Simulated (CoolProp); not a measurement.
A simple Rankine cycle with cyclohexane: condensing at 308.15 K, boiler at 0.952 MPa, turbine inlet 492.3 K, turbine efficiency 0.7, pump efficiency 0.6, no recuperator. Each further row changes one setting.

Model: reference Helmholtz-energy equation of state, Zhou 2014, in CoolProp.

| case | thermal efficiency (%) | net work (kJ/kg) | heat in (kJ/kg) | turbine exit temperature (K) | volume ratio over the turbine |
|---|---|---|---|---|---|
| as stated | 16.2 | 112 | 693 | 427.7 | 47.1 |
| turbine inlet 512.3 K | 16.0 | 118 | 741 | 448.8 | 46.6 |
| condensing temperature 300.15 K | 17.2 | 122 | 708 | 422.7 | 65.7 |
| boiler pressure 0.666 MPa | 15.0 | 105 | 701 | 435.4 | 32.0 |
| turbine efficiency 0.6 | 13.8 | 95.9 | 693 | 436.1 | 48.0 |
